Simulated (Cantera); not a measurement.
Charge: 1 mol C2H2, 0.13 mol NH3, equilibrated at 2298.15 K and 2.93 Torr.

These are equilibrium values from Cantera (NASA tables, ideal gas, pure condensed phases), not measurements of a reactor. Candidate condensed phases: C, C6H6, C7H8, C8H18; 92 gas species. Equilibrium is a limit: real reactors are often held back by kinetics, nucleation or transport.

Base state: H2 0.806, H 0.138, N2 0.0438, HCN 0.00768, C2H2 (acetylene) 0.00345, HNC 0.000698, CN 5.56e-5, C2H 2.65e-5 (mole fractions); condensed: C(graphite).

Problem. What changes in the equilibrium state with this change: NH3 from 0.13 to 0.022 mol?

Solution. 
```json
[
 {"species": "H2", "before": "0.806", "after": "0.844"},
 {"species": "H", "before": "0.138", "after": "0.141"},
 {"species": "N2", "before": "0.0438", "after": "0.00796"},
 {"species": "HCN", "before": "0.00768", "after": "0.00335"},
 {"species": "CN", "before": "5.56e-5", "after": "2.37e-5"},
 {"species": "HNC", "before": "0.000698", "after": "0.000304"},
 {"species": "C2H2 (acetylene)", "before": "0.00345", "after": "0.00361"},
 {"species": "C2H", "before": "2.65e-5", "after": "2.71e-5"},
 {"species": "C(graphite), mol", "before": "1.98", "after": "1.99"}
]
```

Problem. What changes in the equilibrium state with this change: pressure from 2.93 Torr to 9000 Torr?

Solution. 
| species | before | after |
|---|---|---|
| H2 | 0.806 | 0.935 |
| N2 | 0.0438 | 0.0470 |
| HCN | 0.00768 | 0.00856 |
| H | 0.138 | 0.00267 |
| C2H4 | 1.72e-8 | 7.11e-5 |
| CH4 | 5.45e-7 | 0.00225 |
| C(graphite), mol | 1.98 | 1.97 |
